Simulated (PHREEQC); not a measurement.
Solution (45 °C): 5.4 mmol/kgw Al2(SO4)3, 0.11 mmol/kgw CuCl2, 2.4 mmol/kgw NaHCO3 and 180 mmol/kgw NaCl. Closed to the air; pH follows from the charge balance.

Equilibrium calculation in PHREEQC: ion-association model, phreeqc.dat.

```
quantity                     before    after
--------------------------  -------  -------
pH                             4.44     4.83
ionic strength (mol/kgw)      0.219    0.220
SO4-2 (mol/kgw)             0.00810  0.00834
AlSO4+ (mol/kgw)            0.00507  0.00492
Al+3 (mol/kgw)              0.00348  0.00366
NaSO4- (mol/kgw)            0.00224  0.00218
SI of Al(OH)3(a) (Al(OH)3)    +0.34    +0.66
SI of Halite (NaCl)           -3.36    -3.34
```

Problem. Which change was made?
A. diluted 100-fold with water
B. diluted 10-fold with water
C. temperature from 45 to 30 °C
D. NaHCO3 from 0.0024 to 0.00048 mol/kgw

Solution. C, temperature from 45 to 30 °C

This is a speciation only: nothing precipitates in the calculation. Some of these states are supersaturated (in Al(OH)3(a), Gibbsite (slow to form), for instance). At this temperature some constants are extrapolated from 25 °C, and those without enthalpy data are left unchanged.
